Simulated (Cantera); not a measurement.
Charge: 1 mol SiCl₄, 1.3 mol N₂O, 14 mol H₂, at 750 °C and 10.0 mbar.

These are equilibrium values from Cantera (NASA tables, ideal gas, pure condensed phases), not measurements of a reactor. Candidate condensed phases: H₂O, NH₄Cl, Si, SiO₂, Si₂N₂O, Si₃N₄; 47 gas species. Mutual solubility and eutectic melting of coexisting phases are not modelled. The numbers say what is thermodynamically allowed, not how fast it happens.

Task: What is the equilibrium state?

Result: 
| Item | Result |
|---|---|
| x(H₂) | 0.703 |
| x(HCl) | 0.234 |
| x(N₂) | 0.0625 |
| x(H₂O) | 1.01e-5 |
| x(SiCl₄) | 1.86e-6 |
| n(SiO₂(β-quartz)) | 0.533 mol |
| n(Si₂N₂O(s)) | 0.233 mol |
| gas amount | 17.07 mol |
| log10 activity of Si(s) (absent) | -7.85 |
